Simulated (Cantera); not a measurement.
## Thermodynamics of calcination and drying, feed Ca(OH)2 + H2O + CO2 + C

Input: 1 mol Ca(OH)2, 2.3 mol H2O, 0.023 mol CO2, a varied amount of C, held at 1973 K and 35.0 mbar.

These are equilibrium values from Cantera (NASA tables, ideal gas, pure condensed phases), not measurements of a reactor. Candidate condensed phases: C, C6H6, C7H8, C8H18, Ca, CaCO3, CaO, Ca(OH)2, H2O; 115 gas species. Equilibrium is a limit: real reactors are often held back by kinetics, nucleation or transport.

From 0.12 mol C to 1.5 mol C the condensed part is CaO(s). The main Ca-bearing gas is Ca(OH)2 throughout.

```json
[
 {"n(C) (mol)": "0.12", "x H2O": "0.893", "x H2": "0.0609", "x CO": "0.00970", "x CO2": "0.0317", "x H": "0.00178", "x OH": "0.00248", "x O2": "0.000338", "x Ca(OH)2": "7.36e-5", "n CaO(s)": "1.000"},
 {"n(C) (mol)": "0.15", "x H2O": "0.873", "x H2": "0.0732", "x CO": "0.0136", "x CO2": "0.0361", "x H": "0.00195", "x OH": "0.00221", "x O2": "0.000223", "x Ca(OH)2": "7.19e-5", "n CaO(s)": "1.000"},
 {"n(C) (mol)": "0.21", "x H2O": "0.834", "x H2": "0.0962", "x CO": "0.0224", "x CO2": "0.0434", "x H": "0.00224", "x OH": "0.00184", "x O2": "0.000118", "x Ca(OH)2": "6.87e-5", "n CaO(s)": "1.000"},
 {"n(C) (mol)": "0.27", "x H2O": "0.797", "x H2": "0.117", "x CO": "0.0324", "x CO2": "0.0490", "x H": "0.00247", "x OH": "0.00159", "x O2": "7.26e-5", "x Ca(OH)2": "6.57e-5", "n CaO(s)": "1.000"},
 {"n(C) (mol)": "0.37", "x H2O": "0.741", "x H2": "0.149", "x CO": "0.0504", "x CO2": "0.0558", "x H": "0.00278", "x OH": "0.00131", "x O2": "3.89e-5", "x Ca(OH)2": "6.11e-5", "n CaO(s)": "1.000"},
 {"n(C) (mol)": "0.49", "x H2O": "0.679", "x H2": "0.182", "x CO": "0.0733", "x CO2": "0.0609", "x H": "0.00308", "x OH": "0.00109", "x O2": "2.19e-5", "x Ca(OH)2": "5.60e-5", "n CaO(s)": "1.000"},
 {"n(C) (mol)": "0.65", "x H2O": "0.606", "x H2": "0.220", "x CO": "0.105", "x CO2": "0.0642", "x H": "0.00339", "x OH": "0.000884", "x O2": "1.19e-5", "x Ca(OH)2": "5.00e-5", "n CaO(s)": "1.000"},
 {"n(C) (mol)": "0.87", "x H2O": "0.518", "x H2": "0.265", "x CO": "0.148", "x CO2": "0.0646", "x H": "0.00371", "x OH": "0.000690", "x O2": "6.03e-6", "x Ca(OH)2": "4.27e-5", "n CaO(s)": "1.000"},
 {"n(C) (mol)": "1.2", "x H2O": "0.408", "x H2": "0.318", "x CO": "0.210", "x CO2": "0.0600", "x H": "0.00407", "x OH": "0.000495", "x O2": "2.59e-6", "x Ca(OH)2": "3.36e-5", "n CaO(s)": "1.000"},
 {"n(C) (mol)": "1.5", "x H2O": "0.324", "x H2": "0.357", "x CO": "0.262", "x CO2": "0.0530", "x H": "0.00431", "x OH": "0.000371", "x O2": "1.30e-6", "x Ca(OH)2": "2.67e-5", "n CaO(s)": "1.000"}
]
```
x: gas mole fraction; n: condensed amount in mol.
